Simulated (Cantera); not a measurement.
Charge: 1 mol FeS₂, 0.18 mol H₂S, 0.55 mol O₂, 0.25 mol SO₂, equilibrated at 750 K and 4.40 bar.

Method: chemical equilibrium by Gibbs-energy minimisation in Cantera with the NASA 1993 tables (ideal gas, pure condensed phases). Candidate condensed phases: Fe, FeO, Fe(OH)₂, Fe(OH)₃, FeS, FeSO₄, FeS₂, Fe₂O₃, Fe₂(SO₄)₃, Fe₃O₄, H₂O, H₂SO₄, S; 22 gas species. Gases not in the tables: S₃ to S₇. Equilibrium is a limit: real reactors are often held back by kinetics, nucleation or transport.

Base state: SO₂ 0.780, H₂O 0.219, H₂S 0.000566, S₂ 0.000174, S₂O 0.000132 (mole fractions); condensed: FeS₂(s) + Fe₃O₄(s).

Question: What changes in the equilibrium state with this change: 0.17 mol NH₃ added?

Answer: 
| species | before | after |
|---|---|---|
| SO₂ | 0.780 | 0.511 |
| H₂O | 0.219 | 0.407 |
| N₂ | 0 | 0.0798 |
| H₂S | 0.000566 | 0.00111 |
| S₂O | 0.000132 | 9.13e-5 |
| FeS₂(s), mol | 0.895 | 0.942 |
| Fe₃O₄(s), mol | 0.0351 | 0.0193 |
